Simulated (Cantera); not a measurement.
What does this Cantera script print?

```python
import numpy as np
import cantera as ct

gas_names = [...]  # 113 gases of nasa_gas.yaml made of C, H, O, Ta
cond_names = """
    C(gr) C6H6(L) C7H8(L) C8H18(L),n-octa H2O(s) H2O(L) Ta(cr) Ta(L) TaC(s) TaC(L) Ta2O5(s) Ta2O5(L)
""".split()


# ... load() reads the species with a 1 bar reference pressure and builds the phases ...
atoms = {
    'Ta2O5': {'Ta': 2, 'O': 5},
    'CO': {'C': 1, 'O': 1},
    'H2': {'H': 2},
}
top_T = {'C(gr)': 4500}  # K; cautious upper limits of use, not melting points


# ... equilibrate(T, P, feed) seeds the gas with the atoms and calls Mixture.equilibrate('TP', solver="vcs", rtol=1e-11, max_steps=5000) ...
results = []
feed = {'Ta2O5': 1, 'CO': 2, 'H2': 11}  # mol
T = 2598  # K
P = 1333.22  # Pa
mix = equilibrate(T, P, feed)
results.append((T, P, feed, dict(zip(mix.species_names, mix.species_moles))))
x = sorted(zip(gas.X, gas.species_names), reverse=True)
print(f"T = {T:g} K  P = {P:g} Pa  gas = {mix.phase_moles(0):.4g} mol")
print("   x: " + "  ".join(f"{s} {v:.3e}" for v, s in x if v > 1e-05))
print("   condensed (mol): " + ("  ".join(f"{mix.phase(i).name} {mix.phase_moles(i):.4g}"
      for i in range(1, mix.n_phases) if mix.phase_moles(i) > 1e-12) or "none"))
```

Output:

```
T = 2598 K  P = 1333.22 Pa  gas = 15.82 mol
   x: H2 5.468e-01  H 2.438e-01  CO 1.256e-01  TaO2 5.121e-02  H2O 2.548e-02  TaO 2.794e-03  OH 2.623e-03  CO2 9.050e-04  O 7.573e-04  O2 1.437e-05
   condensed (mol): Ta2O5(L) 0.573
```

These are equilibrium values from Cantera (NASA tables, ideal gas, pure condensed phases), not measurements of a reactor.
